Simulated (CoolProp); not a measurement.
20 sccm (0 °C, 1 atm) of nitrogen bubbles through liquid octamethylcyclotetrasiloxane (D4) at 368 K and leaves saturated at a total pressure of 0.074 MPa (ideal gas phase). Each further row changes one setting.

The numbers come from the reference Helmholtz-energy equation of state, Thol 2015 in CoolProp.

```tsv
case	vapour pressure (kPa)	mole fraction of vapour	delivery (mg/min)	delivery (sccm)	change of delivery for a bath 1 K warmer (%)
as stated	7.04	0.0952	27.8	2.10	4.8
bath temperature 373 K	8.69	0.117	35.2	?	4.8
total pressure 0.148 MPa	7.04	?	13.2	0.999	?
```

Q: Complete the blanks.

A: 
- bath temperature 373 K, delivery (sccm): 2.66
- total pressure 0.148 MPa, mole fraction of vapour: 0.0476
- total pressure 0.148 MPa, change of delivery for a bath 1 K warmer (%): 4.6
